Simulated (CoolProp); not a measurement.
Values from CoolProp's reference Helmholtz-energy equation of state, Tillner-Roth 1997.

**Question.** For CH2F2 (R32), give the phase and the cv (kJ/(kg K)), speed of sound (m/s), viscosity (µPa s), Prandtl number at 293.3 K and 0.101 MPa; 308.6 K and 0.101 MPa; 385.2 K and 0.101 MPa.

**Answer.** 
- 293.3 K and 0.101 MPa: gas; cv 0.671, speed of sound 239, viscosity 13.1, Prandtl number 0.835
- 308.6 K and 0.101 MPa: gas; cv 0.690, speed of sound 245, viscosity 13.8, Prandtl number 0.824
- 385.2 K and 0.101 MPa: gas; cv 0.806, speed of sound 271, viscosity 17.2, Prandtl number 0.782

Viscosity comes from a separate model (Bell 2016), an estimate that may be off by 10 % or more. Thermal conductivity comes from a separate model (Huber 2003), an estimate that may be off by 10 % or more.
